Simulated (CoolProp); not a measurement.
A simple Rankine cycle with n-perfluorohexane: condensing at 304.15 K, boiler at 0.201 MPa, turbine inlet 354.1 K, turbine efficiency 0.85, pump efficiency 0.7, no recuperator. Each further row changes one setting.

Computed with CoolProp (reference Helmholtz-energy equation of state, Gao 2022).

| case | thermal efficiency (%) | net work (kJ/kg) | heat in (kJ/kg) | turbine exit temperature (K) | volume ratio over the turbine |
|---|---|---|---|---|---|
| as stated | 8.5 | ? | 132 | ? | 5.51 |
| turbine inlet 374.1 K | 8.0 | 12.0 | 151 | ? | 5.43 |
| condensing temperature 296.15 K | 9.7 | 13.6 | 141 | 335.5 | 7.75 |
| boiler pressure 0.141 MPa | 6.8 | 9.05 | 133 | 342.1 | 3.77 |
| turbine efficiency 0.75 | 7.5 | 9.92 | 132 | 340.0 | ? |

Task: Complete the blanks.

Result: 
- as stated, net work (kJ/kg): 11.3
- as stated, turbine exit temperature (K): 338.4
- turbine inlet 374.1 K, turbine exit temperature (K): 358.4
- turbine efficiency 0.75, volume ratio over the turbine: 5.54
